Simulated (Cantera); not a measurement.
An adiabatic, constant-volume homogeneous reactor starts with C2H4 : O2 : N2 : H2O = 1 : 5.36 : 20.1 : 0.76 (molar parts), equivalence ratio 0.56, at 1475 K and 42000 Pa.

Computed with Cantera and GRI-Mech 3.0 (53 species, 325 reactions). GRI-Mech 3.0 was tuned for natural gas; its chemistry of ethylene as a main component is partial and can be far from experiment.

### Question
Predict: time of steepest temperature rise; temperature at 0.300 s; equilibrium temperature; x(O2) at 0.300 s; x(H2O) at 0.300 s; x(N2O) at 0.300 s.

### Answer
```
Item                                                                 Value
---------------------------------  ---------------------------------------
time of steepest temperature rise                                  92.6 µs
temperature at 0.300 s                                              2630 K
equilibrium temperature                                             2630 K
x(O2) at 0.300 s                     0.0789 (gas-phase equilibrium 0.0789)
x(H2O) at 0.300 s                    0.0857 (gas-phase equilibrium 0.0857)
x(N2O) at 0.300 s                  7.75e-7 (gas-phase equilibrium 7.75e-7)
```
